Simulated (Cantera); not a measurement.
**Thermodynamics of boron, boron nitride and boron oxide, feed B2O3 + O2 + H2**

Charge: 1 mol B2O3, 3.9 mol O2, 21 mol H2, equilibrated at 44.0 mbar.

These are equilibrium values from Cantera (NASA tables, ideal gas, pure condensed phases), not measurements of a reactor. Candidate condensed phases: B, B2O3, B3O3H3, H2O; 23 gas species. Gases not in the tables: H3BO3. Equilibrium is a limit: real reactors are often held back by kinetics, nucleation or transport.

From 1573 K to 2398 K nothing is condensed.

```json
[
 {"T (K)": "1573", "x H2": "0.600", "x H2O": "0.310", "x HBO2": "0.0883", "x H": "0.000150"},
 {"T (K)": "1648", "x H2": "0.600", "x H2O": "0.311", "x HBO2": "0.0880", "x H": "0.000329"},
 {"T (K)": "1723", "x H2": "0.599", "x H2O": "0.311", "x HBO2": "0.0874", "x H": "0.000673"},
 {"T (K)": "1798", "x H2": "0.599", "x H2O": "0.311", "x HBO2": "0.0868", "x H": "0.00130"},
 {"T (K)": "1873", "x H2": "0.598", "x H2O": "0.311", "x HBO2": "0.0861", "x H": "0.00238"},
 {"T (K)": "1948", "x H2": "0.596", "x H2O": "0.311", "x HBO2": "0.0853", "x H": "0.00416"},
 {"T (K)": "2023", "x H2": "0.593", "x H2O": "0.311", "x HBO2": "0.0843", "x H": "0.00697"},
 {"T (K)": "2098", "x H2": "0.590", "x H2O": "0.311", "x HBO2": "0.0832", "x H": "0.0113"},
 {"T (K)": "2173", "x H2": "0.584", "x H2O": "0.310", "x HBO2": "0.0817", "x H": "0.0176"},
 {"T (K)": "2248", "x H2": "0.577", "x H2O": "0.308", "x HBO2": "0.0799", "x H": "0.0266"},
 {"T (K)": "2323", "x H2": "0.566", "x H2O": "0.305", "x HBO2": "0.0776", "x H": "0.0391"},
 {"T (K)": "2398", "x H2": "0.553", "x H2O": "0.301", "x HBO2": "0.0747", "x H": "0.0558"}
]
```
x: gas mole fraction; nothing condenses.
